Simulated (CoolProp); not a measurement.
n-perfluorohexane along the isobar 22 bar: density (kg/m³) from the reference equation and from simpler models built on Tc = 174.9 °C, pc = 17.42 bar, ω = 0.497; each cubic takes its own stable root.

Computed with CoolProp (reference Helmholtz-energy equation of state, Gao 2022).

| T (°C) | phase | reference |
|---|---|---|
| -10.45 | liquid | 1783 |
| 5.15 | liquid | 1741 |
| 20.75 | liquid | 1698 |
| 36.35 | liquid | 1653 |
| 51.95 | liquid | 1608 |
| 67.55 | liquid | 1560 |
| 83.15 | liquid | 1509 |
| 98.75 | liquid | 1454 |
| 114.45 | liquid | 1393 |
| 130.05 | liquid | 1324 |
| 145.65 | liquid | 1242 |
| 161.25 | liquid | 1135 |
| 176.85 | supercritical | 962.4 |

Question: How far does each simpler model (van der Waals, Redlich-Kwong, Soave-Redlich-Kwong, Peng-Robinson) lie from the reference over these 13 states: mean and median of the absolute difference, and the worst?

Answer: 
- van der Waals: mean 41.6 %, median 42.3 %, worst -43.5 % at -10.45 °C and 22 bar
- Redlich-Kwong: mean 20.2 %, median 19.6 %, worst -23.9 % at 161.25 °C and 22 bar
- Soave-Redlich-Kwong: mean 15.4 %, median 13.6 %, worst -23.9 % at 176.85 °C and 22 bar
- Peng-Robinson: mean 4.8 %, median 2.4 %, worst -16.0 % at 176.85 °C and 22 bar
